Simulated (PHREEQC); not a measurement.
Model water analysis in mg/L, 25 °C, pH 8.4, pe 0.8:

```csv
constituent,mg/L
Na,13.1
K,7.66
Ca,14.8
Mg,0.0808
Cl,13.7
S(6) as SO4,4.13
Alkalinity as HCO3,59.8
Fe(2),0.00967
```

Cl is adjusted to close the charge balance.
Valence states are taken as typed.

Equilibrium calculation in PHREEQC: ion-association model, phreeqc.dat.

**Question.** The ionic strength comes out as 0.00191 mol/kgw. What activity coefficients do OH-, K+, Cl-, HCO3-, Ca+2 get?

**Answer.** OH- 0.95, K+ 0.95, Cl- 0.95, HCO3- 0.95, Ca+2 0.83.

This is a speciation only: nothing precipitates in the calculation. Complexes and solids missing from the database can't appear.
